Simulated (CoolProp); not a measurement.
Vapour-liquid equilibrium of R152A (1) + R227EA (2) at 0.145 MPa; x and y are mole fractions of (1).

The numbers come from the multi-fluid Helmholtz-energy mixture model, Outcalt 1996 and Lemmon 2016; pair parameters Bell 2016 in CoolProp.

Question: Give the bubble temperature and the first vapour's composition at x = 0.5, 0.725, 0.875. Is there an azeotrope?

Answer: x = 0.5: 261.1 K, y = 0.592; x = 0.725: 259.1 K, y = 0.786; x = 0.875: 258.1 K, y = 0.900. No azeotrope shows between x = 0.05 and 0.95.

Pair parameters are fitted to limited data, so mixtures are less certain than the pure fluids. The gap from Raoult's law changes sign with composition, which may be real or a fault of the pair parameters; it wasn't checked against measurements.
